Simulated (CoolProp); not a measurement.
2000 sccm (0 °C, 1 atm) of nitrogen bubbles through liquid benzene at 324.6 K and leaves saturated at a total pressure of 0.15 MPa (ideal gas phase). Each further row changes one setting.

Computed with CoolProp (reference Helmholtz-energy equation of state, Thol 2012).

| case | vapour pressure (kPa) | mole fraction of vapour | delivery (mg/min) | delivery (sccm) | change of delivery for a bath 1 K warmer (%) |
|---|---|---|---|---|---|
| as stated | 38.2 | 0.255 | 2390 | 685 | 5.2 |
| bath temperature 329.6 K | 46.0 | 0.307 | 3080 | 885 | 5.4 |
| total pressure 0.3 MPa | 38.2 | 0.127 | 1020 | 292 | 4.4 |
